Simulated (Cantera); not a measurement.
Charge: 1 mol BF₃, 4.3 mol H₂O, 2.7 mol N₂, at 2148 K and 100000 Pa.

Equilibrium computed with Cantera from the NASA thermochemical tables; the gas is ideal and each condensed phase is pure. Candidate condensed phases: B, BN, B₂O₃, B₃O₃H₃, H₂O; 62 gas species. Kinetics and transport are ignored.

Base state: H₂O 0.321, N₂ 0.299, HF 0.259, BOF 0.0717, HBO₂ 0.0371, H₂ 0.00587, OH 0.00225, O₂ 0.00200 (mole fractions); condensed: gas only.

What changes in the equilibrium state with this change: temperature from 2148 K to 773.15 K?


```
species    before    after
-------  --------  -------
H₂O         0.321    0.484
N₂          0.299    0.334
BF₃      0.000490   0.0964
HF          0.259   0.0763
BOF        0.0717  1.90e-8
HBO₂       0.0371  2.05e-8
H₂        0.00587    <1e-9
OH        0.00225    <1e-9
O₂        0.00200    <1e-9
```
